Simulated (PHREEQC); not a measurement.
Acid mine or pickling water: speciation

Model water analysis in mmol/kgw, 25 °C, pH 3.08, pe 11.7:

| constituent | mmol/kgw |
|---|---|
| Na | 8.2 |
| K | 3.81 |
| Ca | 0.918 |
| Mg | 1.96 |
| Cl | 2.63 |
| S(6) | 9.16 |
| Fe(3) | 0.717 |
| Li | 0.555 |

Valence states are taken as typed.

Equilibrium calculation in PHREEQC: ion-association model, phreeqc.dat.

Each row changes one thing in this solution. No solid was allowed to form.

```
case                                               ionic strength (mol/kgw)  SO4-2 (mol/kgw)  Mg+2 (mol/kgw)  Ca+2 (mol/kgw)  HSO4- (mol/kgw)  FeOH+2 (mol/kgw)  SI of Gypsum (CaSO4:2H2O)  SI of Goethite (FeOOH)
-------------------------------------------------  ------------------------  ---------------  --------------  --------------  ---------------  ----------------  -------------------------  ----------------------
as made                                                              0.0271          0.00708         0.00131        0.000667         0.000363          0.000136                      -1.27                   +5.22
temperature from 25 to 10 °C at the same typed pH                    0.0277          0.00729         0.00145        0.000681         0.000277           8.22e-5                      -1.23                   +4.85
Li from 0.555 to 1.11 mmol/kgw                                       0.0273          0.00708         0.00131        0.000668         0.000363          0.000137                      -1.27                   +5.22
Mg from 1.96 to 0.98 mmol/kgw                                        0.0262          0.00735        0.000642        0.000658         0.000379          0.000131                      -1.25                   +5.21
```

Some of these states are supersaturated (in Jarosite-K, Hematite (slow to form), for instance). At this temperature some constants are extrapolated from 25 °C, and those without enthalpy data are left unchanged.
